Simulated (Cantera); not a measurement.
## Thermodynamics of iron carbonyl, mercury and lead vapours, feed Pb + H2

Feed: 1 mol Pb, 50 mol H2, held at 220 Pa.

Method: chemical equilibrium by Gibbs-energy minimisation in Cantera with the NASA 1993 tables (ideal gas, pure condensed phases). Candidate condensed phases: Pb; 4 gas species. Equilibrium is a limit: real reactors are often held back by kinetics, nucleation or transport.

At 1000 K the condensed part is Pb(l). From 1050 K to 1400 K nothing is condensed. The main Pb-bearing gas is Pb throughout.

```json
[
 {"T (K)": "1000", "x H2": "0.993", "x Pb": "0.00736", "x H": "4.82e-8", "x Pb2": "2.32e-8", "n Pb(l)": "0.629"},
 {"T (K)": "1050", "x H2": "0.980", "x Pb": "0.0196", "x H": "1.71e-7", "x Pb2": "1.16e-7", "n Pb(l)": "0"},
 {"T (K)": "1100", "x H2": "0.980", "x Pb": "0.0196", "x H": "5.46e-7", "x Pb2": "8.51e-8", "n Pb(l)": "0"},
 {"T (K)": "1150", "x H2": "0.980", "x Pb": "0.0196", "x H": "1.58e-6", "x Pb2": "6.38e-8", "n Pb(l)": "0"},
 {"T (K)": "1200", "x H2": "0.980", "x Pb": "0.0196", "x H": "4.17e-6", "x Pb2": "4.90e-8", "n Pb(l)": "0"},
 {"T (K)": "1250", "x H2": "0.980", "x Pb": "0.0196", "x H": "1.02e-5", "x Pb2": "3.84e-8", "n Pb(l)": "0"},
 {"T (K)": "1300", "x H2": "0.980", "x Pb": "0.0196", "x H": "2.34e-5", "x Pb2": "3.07e-8", "n Pb(l)": "0"},
 {"T (K)": "1350", "x H2": "0.980", "x Pb": "0.0196", "x H": "5.03e-5", "x Pb2": "2.49e-8", "n Pb(l)": "0"},
 {"T (K)": "1400", "x H2": "0.980", "x Pb": "0.0196", "x H": "0.000103", "x Pb2": "2.05e-8", "n Pb(l)": "0"}
]
```
x: gas mole fraction; n: condensed amount in mol.
